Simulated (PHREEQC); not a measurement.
Make-up at 25 °C: 0.98 mmol/kgw Li2CO3. Closed to the air; pH follows from the charge balance.

The numbers come from PHREEQC with the ion-association model, phreeqc.dat.

This is a speciation only: nothing precipitates in the calculation.

Task: Predict the pH, ionic strength, specific conductance.

Result: pH 10.51; ionic strength 0.00259 mol/kgw; specific conductance 238 µS/cm.

Task: In which forms is C present?

Result: CO3-2 64 %, HCO3- 36 % of the C.
